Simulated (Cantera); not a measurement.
Feed: 1 mol Ta2O5, 6.8 mol CO, equilibrated at 2.90 mbar.

Cantera equilibrium calculation (NASA polynomials, part measured and part estimated; ideal gas, pure solids and liquids). Candidate condensed phases: C, Ta, TaC, Ta2O5; 15 gas species. Mutual solubility and eutectic melting of coexisting phases are not modelled. TaC: taken at fixed stoichiometry. Condensed phases not in the tables: Ta2C. Rates play no part. All values below are at 1948 K.

Base state: CO 0.999, CO2 0.000382, TaO2 0.000133, TaO 2.21e-5 (mole fractions); condensed: TaC(s) + Ta2O5(s).

Q: What changes in the equilibrium state with this change: 0.079 mol H2 added?

A: 
| species | before | after |
|---|---|---|
| CO | 0.999 | 0.987 |
| H2 | 0 | 0.0104 |
| H | 0 | 0.00214 |
| TaO2 | 0.000133 | 0.000133 |
| H2O | 0 | 1.74e-5 |
| CO2 | 0.000382 | 0.000376 |
| TaC(s), mol | 0.000549 | 0.000578 |
| Ta2O5(s), mol | 0.999 | 0.999 |
Further candidate phases: C6H6, C7H8, C8H18, H2O.
